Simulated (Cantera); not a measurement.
Premixed flame

A freely propagating, adiabatic, planar premixed flame of CH₄ : O₂ : N₂ = 1 : 2 : 7.52 (molar parts), unburnt at 600 K and 1.01 bar; mixture-averaged transport, grid criteria slope 0.08 and curve 0.16, no radiation.

Computed with Cantera and GRI-Mech 3.0 (53 species, 325 reactions). Burning velocities carry a grid error of a few per cent, more on coarse grids.

```json
[
 {"z (mm)": "-0.979", "T (K)": "600", "u (m/s)": "1.31", "x CH₄": "0.0950", "x O₂": "0.190", "x CH₂O": "7.62e-8", "x HO₂": "8.53e-8", "x H₂": "0.000855", "x CH₂": "<1e-8"},
 {"z (mm)": "-0.653", "T (K)": "601", "u (m/s)": "1.31", "x CH₄": "0.0947", "x O₂": "0.190", "x CH₂O": "1.27e-6", "x HO₂": "1.07e-6", "x H₂": "0.00252", "x CH₂": "<1e-8"},
 {"z (mm)": "-0.490", "T (K)": "607", "u (m/s)": "1.33", "x CH₄": "0.0940", "x O₂": "0.189", "x CH₂O": "1.06e-5", "x HO₂": "6.96e-6", "x H₂": "0.00485", "x CH₂": "<1e-8"},
 {"z (mm)": "-0.326", "T (K)": "654", "u (m/s)": "1.44", "x CH₄": "0.0903", "x O₂": "0.185", "x CH₂O": "0.000104", "x HO₂": "5.00e-5", "x H₂": "0.00958", "x CH₂": "<1e-8"},
 {"z (mm)": "-0.163", "T (K)": "1012", "u (m/s)": "2.26", "x CH₄": "0.0661", "x O₂": "0.155", "x CH₂O": "0.000801", "x HO₂": "0.000136", "x H₂": "0.0182", "x CH₂": "3.83e-7"},
 {"z (mm)": "-0.0816", "T (K)": "1420", "u (m/s)": "3.20", "x CH₄": "0.0366", "x O₂": "0.115", "x CH₂O": "0.00116", "x HO₂": "0.000186", "x H₂": "0.0228", "x CH₂": "1.26e-5"},
 {"z (mm)": "0", "T (K)": "1804", "u (m/s)": "4.11", "x CH₄": "0.00887", "x O₂": "0.0663", "x CH₂O": "0.000745", "x HO₂": "0.000114", "x H₂": "0.0232", "x CH₂": "6.74e-5"},
 {"z (mm)": "0.0816", "T (K)": "1963", "u (m/s)": "4.47", "x CH₄": "0.000702", "x O₂": "0.0379", "x CH₂O": "0.000131", "x HO₂": "1.95e-5", "x H₂": "0.0184", "x CH₂": "2.03e-5"},
 {"z (mm)": "0.163", "T (K)": "2006", "u (m/s)": "4.56", "x CH₄": "2.92e-5", "x O₂": "0.0278", "x CH₂O": "7.04e-6", "x HO₂": "7.53e-6", "x H₂": "0.0155", "x CH₂": "1.15e-6"},
 {"z (mm)": "0.326", "T (K)": "2053", "u (m/s)": "4.64", "x CH₄": "8.48e-8", "x O₂": "0.0225", "x CH₂O": "2.28e-8", "x HO₂": "5.60e-6", "x H₂": "0.0148", "x CH₂": "<1e-8"},
 {"z (mm)": "0.653", "T (K)": "2115", "u (m/s)": "4.75", "x CH₄": "<1e-8", "x O₂": "0.0196", "x CH₂O": "<1e-8", "x HO₂": "4.35e-6", "x H₂": "0.0140", "x CH₂": "<1e-8"},
 {"z (mm)": "1.31", "T (K)": "2189", "u (m/s)": "4.89", "x CH₄": "<1e-8", "x O₂": "0.0169", "x CH₂O": "<1e-8", "x HO₂": "3.16e-6", "x H₂": "0.0121", "x CH₂": "<1e-8"},
 {"z (mm)": "2.61", "T (K)": "2264", "u (m/s)": "5.04", "x CH₄": "<1e-8", "x O₂": "0.0141", "x CH₂O": "<1e-8", "x HO₂": "2.24e-6", "x H₂": "0.00986", "x CH₂": "<1e-8"}
]
```
x: mole fraction of selected species; z is measured from the peak of heat release.

laminar burning velocity: 131 cm/s
thermal thickness: 0.326 mm
peak x(CH₂O): 0.00116
peak x(HO₂): 0.000189
peak x(H₂): 0.0239
peak x(CH₂): 6.79e-5
